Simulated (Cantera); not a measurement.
A perfectly stirred reactor is fed with 46.9 % H2, 31.2 % O2, 21.9 % N2, equivalence ratio 0.75, at 0.132 atm; it is held at 1050 K, and followed from long to short residence time.

Cantera simulation using the H2/O2 subset of GRI-Mech 3.0, which has no nitrogen chemistry; the numbers are that mechanism's predictions, not measurements. The temperature is held fixed by assumption; the heat of reaction is taken as removed at once.

One state of this run: x H2 = 0.0195; x O2 = 0.110; x H2O = 0.584; x OH = 0.00103; x H2O2 = 4.78e-6; x H = 0.00210; x O = 0.000887. x: mole fraction; the columns are a selection and need not sum to one.

Problem. Which value of τ (s) does it belong to?
A. 0.0052
B. 0.015
C. 0.042
D. 0.12

Solution. B, 0.015
